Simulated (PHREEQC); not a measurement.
Dissolve 0.0019 mol K2CO3 and 0.26 mol Al(NO3)3 per kg of water at 25 °C. Closed to the air; pH follows from the charge balance.

Equilibrium calculation in PHREEQC: ion-association model, phreeqc.dat.

This is a speciation only: nothing precipitates in the calculation.

Q: Estimate the pH.

A: pH 3.64.

Q: In which forms is Al present?

A: Al+3 98 %, AlOH+2 1.6 % of the Al.

Examples of supersaturated solids here: Gibbsite (slow to form). Others may be too. Ionic strength above about 0.7 mol/kgw puts this run outside the model's range.
